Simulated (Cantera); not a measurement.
A closed system holds: 1 mol SiH2Cl2, 2.8 mol NH3, equilibrated at 825 K and 0.135 Torr.

These are equilibrium values from Cantera (NASA tables, ideal gas, pure condensed phases), not measurements of a reactor. Candidate condensed phases: NH4Cl, Si, Si3N4; 28 gas species. Equilibrium is a limit: real reactors are often held back by kinetics, nucleation or transport.

Base state: H2 0.612, HCl 0.277, N2 0.108, SiCl4 0.00284 (mole fractions); condensed: Si3N4(s).

What changes in the equilibrium state with this change: SiH2Cl2 replaced by SiCl4?


| species | before | after |
|---|---|---|
| HCl | 0.277 | 0.437 |
| H2 | 0.612 | 0.395 |
| N2 | 0.108 | 0.132 |
| SiCl4 | 0.00284 | 0.0368 |
| SiHCl3 | 7.74e-6 | 4.11e-5 |
| Si3N4(s), mol | 0.327 | 0.249 |

What changes in the equilibrium state with this change: temperature from 825 K to 1798 K?


| species | before | after |
|---|---|---|
| H2 | 0.612 | 0.596 |
| N2 | 0.108 | 0.179 |
| HCl | 0.277 | 0.114 |
| SiCl2 | 2.16e-8 | 0.0675 |
| H | <1e-9 | 0.0203 |
| Si | <1e-9 | 0.0171 |
| SiCl | <1e-9 | 0.00297 |
| Cl | <1e-9 | 0.00297 |
| SiH | <1e-9 | 0.000204 |
| Si2 | <1e-9 | 0.000103 |
| Si2N | <1e-9 | 6.97e-5 |
| Si3N4(s), mol | 0.327 | 0 |
| Si(l), mol | 0 | 0.307 |
The tables' values for SiCl, SiCl3, SiN are old estimates; treat these amounts as uncertain. Gases not in the tables: Si2H6 and higher silanes.
